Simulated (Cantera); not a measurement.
Feed: 1 mol borazine, 53 mol H₂, equilibrated at 180 Pa.

Equilibrium computed with Cantera from the NASA thermochemical tables; the gas is ideal and each condensed phase is pure. Candidate condensed phases: B, BN; 15 gas species. The feed counts by its element totals alone. Mutual solubility and eutectic melting of coexisting phases are not modelled. Kinetics and transport are ignored.

Problem. Which condensed phases are stable at each of these points (T (K)): 998, 1148, 1298, 1448, 1598, 1748, 1898, 2048, 2198, 2348?

Solution. 
```csv
T (K),condensed phases,B condensed (%)
998,BN(s),100.0
1148,BN(s),100.0
1298,BN(s),100.0
1448,BN(s),100.0
1598,B(s) + BN(s),100.0
1748,B(s) + BN(s),99.8
1898,B(s) + BN(s),99.5
2048,B(s),98.5
2198,B(s),94.5
2348,B(s),72.8
```

From 998 K to 1448 K the condensed part is BN(s). From 1598 K to 1898 K the condensed part is B(s) + BN(s). From 2048 K to 2348 K the condensed part is B(s).
